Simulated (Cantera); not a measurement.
Charge: 1 mol Mg(OH)2, a varied amount of C, 0.35 mol H2, at 602 °C and 2.90 bar.

Cantera equilibrium calculation (NASA polynomials, part measured and part estimated; ideal gas, pure solids and liquids). Candidate condensed phases: C, C6H6, C7H8, C8H18, H2O, Mg, MgCO3, MgO, Mg(OH)2; 116 gas species. Rates play no part.

x: gas mole fraction; n: condensed amount in mol.

| n(C) (mol) | x H2O | x H2 | x CO2 | x CH4 | x CO | x C2H6 | x HCOOH | n MgO(s) | n C(graphite) |
|---|---|---|---|---|---|---|---|---|---|
| 0.02 | 0.705 | 0.280 | 0.0120 | 0.000839 | 0.00180 | 1.27e-10 | 6.52e-9 | 1.00 | 0 |
| 0.029 | 0.691 | 0.288 | ? | ? | ? | ? | ? | 1.00 | 0 |
| 0.042 | 0.670 | 0.300 | 0.0239 | 0.00243 | 0.00404 | 9.93e-10 | 1.39e-8 | 1.00 | 0 |
| 0.061 | 0.643 | 0.314 | 0.0331 | 0.00440 | 0.00612 | 3.12e-9 | 2.02e-8 | 1.00 | 0 |
| 0.089 | 0.607 | 0.330 | 0.0452 | 0.00831 | 0.00934 | 1.06e-8 | 2.90e-8 | 1.00 | 0 |
| 0.13 | 0.562 | 0.348 | 0.0606 | 0.0159 | 0.0142 | 3.67e-8 | 4.09e-8 | 1.00 | 0 |
| 0.19 | 0.508 | 0.361 | 0.0795 | 0.0298 | 0.0214 | 1.25e-7 | 5.58e-8 | 1.00 | 0 |
| 0.27 | 0.448 | 0.368 | 0.101 | 0.0519 | 0.0313 | 3.70e-7 | 7.19e-8 | 1.00 | 0 |
| 0.4 | 0.368 | 0.361 | 0.130 | 0.0923 | 0.0483 | 1.19e-6 | 9.12e-8 | 1.00 | 0 |
| 0.57 | 0.286 | 0.338 | 0.160 | 0.145 | 0.0715 | 3.13e-6 | 1.05e-7 | 1.00 | 0.0145 |
| 0.83 | 0.286 | 0.338 | 0.160 | 0.145 | 0.0715 | 3.13e-6 | 1.05e-7 | 1.00 | 0.274 |
| 1.2 | 0.286 | 0.338 | 0.160 | 0.145 | 0.0715 | 3.13e-6 | 1.05e-7 | 1.00 | ? |
| 1.8 | 0.286 | 0.338 | 0.160 | 0.145 | 0.0715 | 3.13e-6 | 1.05e-7 | 1.00 | 1.24 |

Complete the blanks.


- 1.2, n C(graphite): 0.644
- 0.029, x CO2: 0.0170
- 0.029, x CH4: 0.00140
- 0.029, x CO: 0.00269
- 0.029, x C2H6: 3.43e-10
- 0.029, x HCOOH: 9.52e-9
